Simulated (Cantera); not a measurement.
**Equilibrium for nitride etching: AlN + Cl2 + H2**

Feed: 1 mol AlN, 4.1 mol Cl2, 6.5 mol H2, equilibrated at 1.33 mbar.

Cantera equilibrium calculation (NASA polynomials, part measured and part estimated; ideal gas, pure solids and liquids). Candidate condensed phases: Al, AlCl3, AlN, NH4Cl; 20 gas species. The tables' values for AlCl2 are old estimates; treat these amounts as uncertain. Kinetics and transport are ignored.

| T (°C) | x HCl | x H2 | x AlCl3 | x AlCl | x N2 | x AlCl2 | x Cl |
|---|---|---|---|---|---|---|---|
| 1300 | 0.511 | 0.348 | 0.0732 | 0.00917 | 0.0465 | 0.0106 | 0.000767 |
| 1350 | 0.523 | 0.336 | 0.0623 | 0.0158 | 0.0460 | 0.0139 | 0.00134 |
| 1400 | 0.537 | 0.323 | 0.0500 | 0.0243 | 0.0455 | 0.0167 | 0.00230 |
| 1450 | 0.550 | 0.309 | 0.0379 | 0.0337 | 0.0450 | 0.0184 | 0.00383 |
| 1500 | 0.561 | 0.295 | 0.0272 | 0.0428 | 0.0445 | 0.0188 | 0.00618 |
| 1550 | 0.568 | 0.284 | 0.0186 | 0.0511 | 0.0440 | 0.0181 | 0.00964 |
| 1600 | 0.570 | 0.275 | 0.0123 | 0.0580 | 0.0435 | 0.0167 | 0.0146 |
x: gas mole fraction; nothing condenses.

From 1300 °C to 1600 °C nothing is condensed. The main Al-bearing gas is AlCl3 at 1300 °C and AlCl at 1600 °C.
